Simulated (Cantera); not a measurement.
A perfectly stirred reactor is fed with NO : N2 : H2O = 1 : 3.8 : 0.32 (molar parts), at 0.310 bar; it is held at 1950 K, and followed from long to short residence time.

Computed with Cantera and GRI-Mech 3.0 (53 species, 325 reactions).

**Question.** Predict: x(NO) at τ = 1.00 s; x(N2O) at τ = 1.00 s; x(N2) at τ = 1.00 s; x(NO2) at τ = 1.00 s; x(O) at τ = 1.00 s; x(NO) at τ = 19.0 ms; x(N2O) at τ = 19.0 ms; x(N2) at τ = 19.0 ms; x(NO2) at τ = 19.0 ms; x(O) at τ = 19.0 ms.

**Answer.** 
| Item | Value |
|---|---|
| x(NO) at τ = 1.00 s | 0.163 |
| x(N2O) at τ = 1.00 s | 7.51e-6 |
| x(N2) at τ = 1.00 s | 0.758 |
| x(NO2) at τ = 1.00 s | 4.68e-5 |
| x(O) at τ = 1.00 s | 0.000105 |
| x(NO) at τ = 19.0 ms | 0.194 |
| x(N2O) at τ = 19.0 ms | 1.04e-5 |
| x(N2) at τ = 19.0 ms | 0.742 |
| x(NO2) at τ = 19.0 ms | 1.31e-5 |
| x(O) at τ = 19.0 ms | 1.92e-5 |
